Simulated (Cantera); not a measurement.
What does this Cantera script print?

```python
import numpy as np
import cantera as ct

gas_names = """
    Fe FeO Fe(OH)2 H HO2 H2 H2O H2O2 O OH O2 O3
""".split()
cond_names = """
    Fe(a) Fe(c) Fe(d) Fe(L) FeO(s) FeO(L) Fe(OH)2(s) Fe(OH)3(s) Fe2O3(s) Fe3O4(s) H2O(s) H2O(L)
""".split()


def load(file, names, dense=False):
    # The tables refer to 1 bar. Condensed volumes are neglected.
    table = {s.name: s for s in ct.Species.list_from_file(file)}
    out = []
    for n in names:
        d = dict(table[n].input_data)
        d["thermo"] = dict(d["thermo"], **{"reference-pressure": 1e5})
        if dense:
            d["equation-of-state"] = {"model": "constant-volume", "density": "1e6 g/cm^3"}
        out.append(ct.Species.from_dict(d))
    return out


gas = ct.Solution(thermo="ideal-gas", species=load("nasa_gas.yaml", gas_names))
cond = {s.name: ct.Solution(thermo="fixed-stoichiometry", species=[s], name=s.name)
        for s in load("nasa_condensed.yaml", cond_names, dense=True)}
atoms = {
    'Fe3O4': {'Fe': 3, 'O': 4},
    'H2': {'H': 2},
    'H2O': {'H': 2, 'O': 1},
}
top_T = {'Fe2O3(s)': 1830, 'Fe3O4(s)': 1870}  # K; cautious upper limits of use, not melting points


def equilibrate(T, P, feed):
    n = {}
    for name, mol in feed.items():
        for a, k in atoms[name].items():
            n[a] = n.get(a, 0.0) + k * mol
    gas.TPX = T, P, n
    mass = sum(n.values()) * gas.mean_molecular_weight
    gas.equilibrate("TP")
    valid = [c for c in cond.values() if c.min_temp <= T <= top_T.get(c.name, c.max_temp)]
    mix = ct.Mixture([(gas, mass / gas.mean_molecular_weight)] + [(c, 0.0) for c in valid])
    mix.T, mix.P = T, P
    mix.equilibrate("TP", solver="vcs", rtol=1e-11, max_steps=5000)
    return mix


results = []
feed = {'Fe3O4': 1, 'H2': 650, 'H2O': 0.043}  # mol
P = 33  # Pa
for T in [798, 848, 898, 948, 998, 1048, 1098, 1148, 1198, 1248, 1298, 1348]:
    mix = equilibrate(T, P, feed)
    results.append((T, P, feed, dict(zip(mix.species_names, mix.species_moles))))

top = {s: max(r[3][s] / sum(r[3][g] for g in gas_names) for r in results) for s in gas_names}
cols = sorted((s for s in top if top[s] > 0.001), key=lambda s: -top[s])[:8]
seen = [c for c in cond_names if any(r[3].get(c, 0) > 1e-12 for r in results)]
print("log10 of partial pressures in bar; condensed amounts in mol")
print(f"{'T/K':>10s}" + "".join(f"{s[:9]:>10s}" for s in cols + seen))
for T, P, feed, n in results:
    ng = sum(n[g] for g in gas_names)
    print(f"{T:10.4g}" + "".join(f"{np.log10(max(n[s] / ng * P / 1e5, 1e-99)):10.3f}" for s in cols)
          + "".join(f"{n.get(c, 0):10.4g}" for c in seen))
```

Result:

```
log10 of partial pressures in bar; condensed amounts in mol
       T/K        H2       H2O     Fe(a)     Fe(c)
       798    -3.484    -5.688         3         0
       848    -3.484    -5.688         3         0
       898    -3.484    -5.688         3         0
       948    -3.484    -5.688         3         0
       998    -3.484    -5.688         3         0
      1048    -3.484    -5.688         3         0
      1098    -3.484    -5.688         3         0
      1148    -3.484    -5.688         3         0
      1198    -3.484    -5.688         0         3
      1248    -3.484    -5.688         0         3
      1298    -3.484    -5.688         0     2.998
      1348    -3.484    -5.688         0     2.992
```

These are equilibrium values from Cantera (NASA tables, ideal gas, pure condensed phases), not measurements of a reactor.
